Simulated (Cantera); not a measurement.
An isothermal, constant-pressure homogeneous reactor starts with 0.735 % C2H6, 95.6 % N2, 3.68 % H2O, at 1650 K and 1.80 bar.

Detailed kinetics in Cantera: GRI-Mech 3.0 (53 species, 325 reactions).

x: mole fraction; the columns are a selection and need not sum to one.

| t (s) | x C2H6 | x H2 | x C2H | x C2H4 | x H | x CH4 |
|---|---|---|---|---|---|---|
| 0.000400 | 2.90e-5 | 0.00952 | 3.86e-8 | 0.00206 | 2.29e-5 | 0.00200 |
| 0.000976 | 4.30e-6 | 0.0105 | 2.07e-8 | 0.00114 | 1.05e-5 | 0.00203 |
| 0.00238 | 2.04e-6 | 0.0113 | 1.74e-8 | 0.000444 | 8.07e-6 | 0.00202 |
| 0.00582 | (withheld) | 0.0118 | 1.82e-8 | (withheld) | 8.17e-6 | 0.00199 |
| 0.0142 | 1.71e-6 | 0.0121 | 1.82e-8 | 2.33e-5 | 8.37e-6 | 0.00191 |
| 0.0346 | 1.43e-6 | 0.0128 | 1.77e-8 | 2.12e-5 | 8.71e-6 | 0.00178 |
| 0.0845 | 1.05e-6 | 0.0142 | 1.63e-8 | 1.88e-5 | 9.29e-6 | 0.00159 |
| 0.206 | 6.97e-7 | 0.0169 | 1.34e-8 | 1.67e-5 | 1.00e-5 | 0.00143 |
| 0.504 | 4.28e-7 | 0.0210 | 9.25e-9 | 1.45e-5 | 1.08e-5 | 0.00130 |
| 1.23 | 2.17e-7 | 0.0263 | 5.25e-9 | 1.09e-5 | 1.16e-5 | 0.00108 |
| 3.00 | (withheld) | (withheld) | (withheld) | (withheld) | 1.24e-5 | (withheld) |

Q: What belongs in the gaps?

A: 
- 0.00582, x C2H6: 1.86e-6
- 0.00582, x C2H4: 6.86e-5
- 3.00, x C2H6: 7.83e-8
- 3.00, x H2: 0.0318
- 3.00, x C2H: 2.15e-9
- 3.00, x C2H4: 5.80e-6
- 3.00, x CH4: 0.000734
